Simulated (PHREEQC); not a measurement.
0.081 g of hydrous ferric oxide (600 m²/g; 0.2 weak and 0.005 strong sites per Fe, Dzombak-Morel constants, diffuse double layer) in 1 kg of water with 0.001 mol/kgw of an inert sodium salt and 0.0035 mmol/kgw Na2HAsO4 and 0.095 mmol/kgw NaH2PO4, at 25 °C; the pH is set by adding NaOH or the inert anion's acid. O2 is buffered at 0.21 atm. The system is closed to CO2. Nothing may precipitate in this run.

Computed with PHREEQC (ion-association model, wateq4f.dat).

Task: Predict P sorbed (%), surface charge σ (C/m²), surface potential ψ (mV) at pH = 3.67, 5.67, 7.67.

Result: 
| pH | P sorbed (%) | surface charge σ (C/m²) | surface potential ψ (mV) |
|---|---|---|---|
| 3.67 | 99.9 | 0.036 | 145 |
| 5.67 | 97.9 | 0.004 | 43 |
| 7.67 | 67.3 | -0.003 | -37 |

H3PO4, which wateq4f.dat lacks, is added to it with the constant of phreeqc.dat. The oxide is taken as insoluble; below pH 4 it would dissolve.
